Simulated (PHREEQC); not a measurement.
Solution (65 °C): 0.083 mol/kgw HF, 0.3 mol/kgw NH4HF2, 3e-05 mol/kgw H4SiO4 and 0.0071 mol/kgw H2SO4. Closed to the air; pH follows from the charge balance.

Model: ion-association model, phreeqc.dat, run in PHREEQC.

The pH is 3.05 and the ionic strength is 0.302 mol/kgw. The activity of water is 0.986 and the density is 0.988 g/cm³. The total alkalinity is -397 meq/kg.

```tsv
species	molality	activity	log γ
NH4+	0.297	0.184	-0.208
HF	0.247	0.265	0.030
HF2-	0.148	0.106	-0.146
F-	0.139	0.0909	-0.184
SO4-2	0.00388	0.000882	-0.644
NH4SO4-	0.00293	0.00209	-0.146
H+	0.00117	0.000898	-0.114
HSO4-	0.000290	0.000208	-0.146
SiF6-2	3.00e-5	7.01e-6	-0.631
NH3	1.30e-6	1.39e-6	0.030
```

This is a speciation only: nothing precipitates in the calculation. Constants without temperature data keep their 25 °C values here. SiF6-2 is the database's only silicon fluoride.
